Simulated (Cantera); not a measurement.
Charge: 1 mol Si2Cl6, a varied amount of NH3, 0.57 mol H2, at 577 °C and 750 Torr.

These are equilibrium values from Cantera (NASA tables, ideal gas, pure condensed phases), not measurements of a reactor. Candidate condensed phases: NH4Cl, Si, Si3N4; 28 gas species. The feed counts by its element totals alone. The numbers say what is thermodynamically allowed, not how fast it happens.

### Question
At 11 mol NH3, list the 4 most abundant gas species with their mole fractions, and the condensed phases.

### Answer
H2 0.602, HCl 0.208, N2 0.179, SiCl4 0.0101. Condensed: Si3N4(s).
